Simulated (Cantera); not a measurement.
Charge: 1 mol Fe2O3, 0.017 mol Cl2, 0.21 mol H2, equilibrated at 1025 K and 101000 Pa.

These are equilibrium values from Cantera (NASA tables, ideal gas, pure condensed phases), not measurements of a reactor. Candidate condensed phases: Fe, FeCl2, FeCl3, FeO, Fe(OH)2, Fe(OH)3, Fe2O3, Fe3O4, H2O; 22 gas species. Mutual solubility and eutectic melting of coexisting phases are not modelled. Kinetics and transport are ignored.

Base state: H2O 0.850, HCl 0.150, FeCl2 5.91e-5, H2 1.34e-5 (mole fractions); condensed: Fe2O3(s) + Fe3O4(s).

Question: What changes in the equilibrium state with this change: Fe2O3 replaced by Al2O3?

Answer: 
| species | before | after |
|---|---|---|
| H2 | 1.34e-5 | 0.850 |
| HCl | 0.150 | 0.150 |
| H2O | 0.850 | 6.48e-5 |
| FeCl2 | 5.91e-5 | 0 |
| AlCl3 | 0 | 4.32e-5 |
| Fe2O3(s), mol | 0.421 | 0 |
| Fe3O4(s), mol | 0.386 | 0 |
| Al2O3(s), mol | 0 | 1.000 |
Further candidate phases: Al, AlCl3, Al2O3.
